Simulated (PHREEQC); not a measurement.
Make-up at 25 °C: 0.0077 mol/kgw HCl, 0.0054 mol/kgw CuSO4 and 0.16 mol/kgw Na2SO4. Closed to the air; pH follows from the charge balance.

Equilibrium calculation in PHREEQC: ion-association model, phreeqc.dat.

Each row changes one thing in this solution. No solid was allowed to form.

```
case                                          pH  ionic strength (mol/kgw)  Na+ (mol/kgw)  SO4-2 (mol/kgw)  NaSO4- (mol/kgw)  HSO4- (mol/kgw)  SI of Halite (NaCl)
------------------------------------------  ----  ------------------------  -------------  ---------------  ----------------  ---------------  -------------------
as made                                     2.79                     0.409          0.282            0.119            0.0382          0.00562                -4.55
0.17 mol/kgw CuCl2 added                    2.62                     0.695          0.297           0.0812            0.0231          0.00453                -2.93
CuSO4 from 0.0054 to 0.054 mol/kgw          2.82                     0.488          0.279            0.137            0.0411          0.00571                -4.57
HCl replaced by FeCl3 at the same molality  3.44                     0.416          0.283            0.116            0.0372          0.00124                -4.08
diluted 5-fold with water                   3.22                    0.0916         0.0607           0.0284           0.00331         0.000813                -5.81
HCl from 0.0077 to 0.077 mol/kgw            1.69                     0.411          0.292           0.0842            0.0281           0.0506                -3.54
```

Some of these states are supersaturated (in Fe(OH)3(a), Hematite (slow to form), for instance).
